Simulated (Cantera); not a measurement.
**Thermodynamics of silicon etching in halogen gases, feed Si + HF + H₂**

Feed: 1 mol Si, a varied amount of HF, 5.6 mol H₂, held at 1073.15 K and 33.0 Pa.

Equilibrium computed with Cantera from the NASA thermochemical tables; the gas is ideal and each condensed phase is pure. Candidate condensed phases: Si; 25 gas species. The tables' values for SiF₃, SiF₂ are old estimates; treat these amounts as uncertain. The numbers say what is thermodynamically allowed, not how fast it happens.

From 1.1 mol HF to 3.4 mol HF the condensed part is Si(s). From 4.9 mol HF to 10 mol HF nothing is condensed. The main Si-bearing gas is SiF₄ throughout.

```json
[
 {"n(HF) (mol)": "1.1", "x H₂": "0.956", "x HF": "0.000201", "x SiF₄": "0.0409", "x SiHF₃": "0.00128", "n Si(s)": "0.721"},
 {"n(HF) (mol)": "1.6", "x H₂": "0.940", "x HF": "0.000216", "x SiF₄": "0.0564", "x SiHF₃": "0.00162", "n Si(s)": "0.595"},
 {"n(HF) (mol)": "2.4", "x H₂": "0.918", "x HF": "0.000231", "x SiF₄": "0.0780", "x SiHF₃": "0.00204", "n Si(s)": "0.393"},
 {"n(HF) (mol)": "3.4", "x H₂": "0.894", "x HF": "0.000243", "x SiF₄": "0.101", "x SiHF₃": "0.00244", "n Si(s)": "0.140"},
 {"n(HF) (mol)": "4.9", "x H₂": "0.800", "x HF": "0.0947", "x SiF₄": "0.105", "x SiHF₃": "5.86e-6", "n Si(s)": "0"},
 {"n(HF) (mol)": "7.1", "x H₂": "0.650", "x HF": "0.265", "x SiF₄": "0.0855", "x SiHF₃": "1.38e-6", "n Si(s)": "0"},
 {"n(HF) (mol)": "10", "x H₂": "0.521", "x HF": "0.411", "x SiF₄": "0.0685", "x SiHF₃": "5.72e-7", "n Si(s)": "0"}
]
```
x: gas mole fraction; n: condensed amount in mol.
